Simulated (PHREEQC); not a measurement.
A solution holds 0.0028 mol/kgw HF and 0.00019 mol/kgw NaOH, at 25 °C. Closed to the air; pH follows from the charge balance.

Equilibrium calculation in PHREEQC: ion-association model, phreeqc.dat.

No solid was allowed to form.

**Question.** Order these F species by the share of F that they hold, largest first: HF, F-, HF2-.

**Answer.** HF (58 %), F- (42 %), HF2- (0.52 %)

The pH is 3.02 and the ionic strength 0.00118 mol/kgw.
